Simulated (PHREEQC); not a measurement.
PHREEQC input (Pitzer model, pitzer.dat):

```
SOLUTION 1
  temp 20
  units mol/kgw
  pH 7 charge
  Cl 0.0368
  Na 0.057
  Br 0.024
  K 0.0038
END
USE solution 1
INCREMENTAL_REACTIONS false
REACTION 1
  H2O -1
  0 9.886 18.011 24.689 30.178 34.689 38.397 41.444
  43.949 46.007 47.699 49.089 50.232 51.172 51.944 52.578
  53.1 53.528 53.88 54.17 54.408 54.603 54.764 54.896
  55.005 55.094 55.168 moles
EQUILIBRIUM_PHASES 1
  Halite 0 0
  Sylvite 0 0
SELECTED_OUTPUT 1
  -reset false
  -pH true
  -pe true
  -ionic_strength true
  -water true
  -activities H2O
  -totals Br Cl K Na
  -molalities H+ Na+ K+ Cl- Br- OH-
  -equilibrium_phases Halite Sylvite
PRINT
  -reset false
END
```

Selected output (columns that matter, 14 of 27 rows; water left (kg) added in front):

```
water left (kg)	pH	mu	Br	Cl	K	Na	m_H+	m_Na+	m_K+	m_Cl-	m_Br-	m_OH-	la_H2O	Halite
1	7.0732	0.0608	0.024	0.0368	0.0038	0.057	1.0125e-07	0.057	0.0038	0.0368	0.024	1.0125e-07	-0.0008951	0
0.675514	7.0691	0.090006	0.035529	0.054477	0.0056253	0.08438	1.04e-07	0.08438	0.0056253	0.054477	0.035529	1.04e-07	-0.0013163	0
0.456313	7.0634	0.13324	0.052595	0.080646	0.0083276	0.12491	1.0682e-07	0.12491	0.0083276	0.080646	0.052595	1.0682e-07	-0.0019371	0
0.30824	7.0552	0.19725	0.077861	0.11939	0.012328	0.18492	1.0953e-07	0.18492	0.012328	0.11939	0.077861	1.0953e-07	-0.002854	0
0.208215	7.0437	0.29201	0.11527	0.17674	0.01825	0.27376	1.1186e-07	0.27376	0.01825	0.17674	0.11527	1.1186e-07	-0.0042134	0
0.140655	7.0273	0.43226	0.17063	0.26163	0.027016	0.40525	1.1342e-07	0.40525	0.027016	0.26163	0.17063	1.1342e-07	-0.0062384	0
0.0950203	7.0039	0.63986	0.25258	0.38729	0.039991	0.59987	1.1364e-07	0.59987	0.039991	0.38729	0.25258	1.1364e-07	-0.0092764	0
0.0641769	6.9705	0.94738	0.37397	0.57342	0.059211	0.88817	1.1175e-07	0.88817	0.059211	0.57342	0.37397	1.1175e-07	-0.013888	0
0.0433504	6.9222	1.4025	0.55363	0.8489	0.087658	1.3149	1.0673e-07	1.3149	0.087658	0.8489	0.55363	1.0673e-07	-0.021006	0
0.0292979	6.8515	2.0752	0.81917	1.2561	0.1297	1.9455	9.7468e-08	1.9455	0.1297	1.2561	0.81917	9.7468e-08	-0.032275	0
0.0197855	6.7464	3.073	1.213	1.86	0.19206	2.8809	8.3065e-08	2.8809	0.19206	1.86	1.213	8.3065e-08	-0.050903	0
0.0133718	6.5885	4.5469	1.7948	2.7521	0.28418	4.2627	6.386e-08	4.2627	0.28418	2.7521	1.7948	6.386e-08	-0.083234	0
0.00902992	6.3471	6.7332	2.6578	4.0753	0.42082	6.3123	4.2176e-08	6.3123	0.42082	4.0753	2.6578	4.2176e-08	-0.14323	0
0.00609331	6.2467	7.4516	3.9387	3.5129	0.62363	6.828	3.8207e-08	6.828	0.62363	3.5129	3.9387	3.8207e-08	-0.16699	0.015395
```
